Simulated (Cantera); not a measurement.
An isothermal, constant-pressure homogeneous reactor starts with NO : N2 = 1 : 0.39 (molar parts), at 2000 K and 900 Torr.

Computed with Cantera and GRI-Mech 3.0 (53 species, 325 reactions).

x: mole fraction; the columns are a selection and need not sum to one.

| t (s) | x NO | x N2 | x NO2 | x O | x N2O |
|---|---|---|---|---|---|
| 9.00e-5 | 0.719 | 0.281 | 5.19e-5 | … | 5.73e-5 |
| 0.000286 | 0.719 | 0.281 | 0.000176 | … | 0.000141 |
| 0.000911 | 0.718 | 0.281 | 0.000309 | 7.21e-5 | 0.000229 |
| 0.00290 | 0.715 | 0.283 | 0.000337 | … | 0.000243 |
| 0.00921 | 0.705 | 0.288 | 0.000386 | … | 0.000235 |
| 0.0293 | 0.673 | 0.303 | 0.000497 | … | 0.000212 |
| 0.0932 | 0.584 | 0.348 | 0.000655 | … | 0.000156 |
| 0.297 | 0.385 | 0.447 | 0.000654 | … | 6.57e-5 |
| 0.943 | 0.140 | 0.570 | 0.000311 | … | 8.80e-6 |
| 3.00 | 0.0268 | 0.627 | 6.48e-5 | … | 7.54e-7 |

### Question
Some entries are withheld; supply them.

### Answer

- 9.00e-5, x O: 1.88e-5
- 0.000286, x O: 4.52e-5
- 0.00290, x O: 7.83e-5
- 0.00921, x O: 8.95e-5
- 0.0293, x O: 0.000117
- 0.0932, x O: 0.000174
- 0.297, x O: 0.000257
- 0.943, x O: 0.000332
- 3.00, x O: 0.000362
